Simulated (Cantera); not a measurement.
**SiCl4 + C2H2 + H2 (silicon carbide growth)**

Input: 1 mol SiCl4, a varied amount of C2H2, 19 mol H2, equilibrated at 1773.15 K and 0.00560 bar.

Method: chemical equilibrium by Gibbs-energy minimisation in Cantera with the NASA 1993 tables (ideal gas, pure condensed phases). Candidate condensed phases: C, C6H6, C7H8, C8H18, Si, SiC; 109 gas species. The tables' values for SiCl, SiCl3 are old estimates; treat these amounts as uncertain. Gases not in the tables: Si2H6 and higher silanes. Kinetics and transport are ignored.

From 0.094 mol C2H2 to 0.43 mol C2H2 the condensed part is SiC(s). From 0.54 mol C2H2 to 1.1 mol C2H2 the condensed part is C(graphite) + SiC(s). The main Si-bearing gas is SiCl2 throughout. The share of Si in condensed phases is highest at 1.1 mol C2H2 (94.3 %) and lowest at 0.094 mol C2H2 (18.8 %).

```tsv
n(C2H2) (mol)	x H2	x HCl	x SiCl2	x H	x Cl	n SiC(s)	n C(graphite)
0.094	0.845	0.113	0.0376	0.00350	0.000359	0.188	0
0.2	0.836	0.132	0.0277	0.00348	0.000421	0.400	0
0.32	0.826	0.153	0.0166	0.00346	0.000493	0.640	0
0.43	0.817	0.173	0.00645	0.00344	0.000559	0.859	0
0.54	0.814	0.179	0.00270	0.00343	0.000581	0.941	0.134
0.65	0.815	0.178	0.00267	0.00344	0.000578	0.941	0.354
0.76	0.816	0.178	0.00264	0.00344	0.000575	0.941	0.573
0.87	0.817	0.177	0.00261	0.00344	0.000572	0.942	0.793
0.98	0.817	0.176	0.00258	0.00344	0.000569	0.942	1.01
1.1	0.818	0.175	0.00255	0.00344	0.000566	0.943	1.25
```
x: gas mole fraction; n: condensed amount in mol.
